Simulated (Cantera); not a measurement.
Premixed flame

A freely propagating, adiabatic, planar premixed flame of 16.4 % CH3OH, 17.5 % O2, 66.1 % N2, equivalence ratio 1.4, unburnt at 450 K and 1.60 bar; mixture-averaged transport, grid criteria slope 0.08 and curve 0.16, no radiation.

Computed with Cantera and GRI-Mech 3.0 (53 species, 325 reactions). GRI-Mech 3.0 was tuned for natural gas; its chemistry of methanol as a main component is partial and can be far from experiment. Burning velocities carry a grid error of a few per cent, more on coarse grids.

```
z (mm)   T (K)  u (m/s)   x CH3OH      x O2   x C2H4       x O    x CH2O     x H2
-------  -----  -------  --------  --------  -------  --------  --------  -------
-0.498     450    0.865     0.163     0.175    <1e-8     <1e-8   1.00e-6  0.00450
-0.332     454    0.876     0.162     0.173    <1e-8     <1e-8   1.07e-5   0.0109
-0.249     467    0.910     0.160     0.171  1.68e-8     <1e-8   6.92e-5   0.0187
-0.166     554     1.10     0.152     0.162  1.69e-7     <1e-8  0.000709   0.0329
-0.0829    945     1.97     0.111     0.125  1.44e-6   5.50e-8   0.00594   0.0533
-0.0415   1320     2.86    0.0606    0.0878  3.30e-6   7.01e-6    0.0122   0.0640
0         1689     3.80   0.00941    0.0493  5.71e-6  0.000265   0.00768   0.0686
0.0415    1826     4.14  0.000156    0.0261  2.00e-6   0.00114  0.000382   0.0587
0.0829    1874     4.24   8.07e-7    0.0131  1.67e-7   0.00150   7.19e-6   0.0509
0.166     1926     4.32     <1e-8   0.00442    <1e-8   0.00134   1.34e-7   0.0482
0.332     1979     4.42     <1e-8   0.00190    <1e-8  0.000911     <1e-8   0.0500
0.663     2032     4.52     <1e-8   0.00101    <1e-8  0.000506     <1e-8   0.0508
1.33      2075     4.60     <1e-8  0.000450    <1e-8  0.000220     <1e-8   0.0507
```
x: mole fraction of selected species; z is measured from the peak of heat release.

| Property | Value |
|---|---|
| laminar burning velocity | 86.0 cm/s |
| thermal thickness | 0.166 mm |
| peak x(C2H4) | 5.71e-6 |
| peak x(O) | 0.00151 |
| peak x(CH2O) | 0.0131 |
| peak x(H2) | 0.0690 |
